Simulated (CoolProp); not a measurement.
Values from CoolProp's reference Helmholtz-energy equation of state, Thol 2014.

Task: For chloromethane (R40), give the phase and the speed of sound (m/s) at 101.55 °C and 1.01 bar; 135.55 °C and 1.01 bar; 169.55 °C and 1.01 bar.

Result: 
- 101.55 °C and 1.01 bar: gas; speed of sound 273
- 135.55 °C and 1.01 bar: gas; speed of sound 284
- 169.55 °C and 1.01 bar: gas; speed of sound 294
